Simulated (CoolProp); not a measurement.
Vapour-liquid equilibrium of C2F6 (R116) (1) + propylene (2) at -23.65 °C; x and y are mole fractions of (1).

Computed with CoolProp (multi-fluid Helmholtz-energy mixture model, Lemmon 2006 and Lemmon 2013; pair parameters Bell 2016).

Question: Give the bubble pressure and the first vapour's composition at x = 0.2, 0.65, 0.8. Is there an azeotrope?

Answer: x = 0.2: 763.6 kPa, y = 0.657; x = 0.65: 922.3 kPa, y = 0.762; x = 0.8: 950.8 kPa, y = 0.826. y crosses x between x = 0.8 and 0.95: the model has an azeotrope there.

The pair parameters rest on a limited set of measurements; away from them the model extrapolates. With so large a gap from Raoult's law the liquid may split in two, which this calculation doesn't test in full.
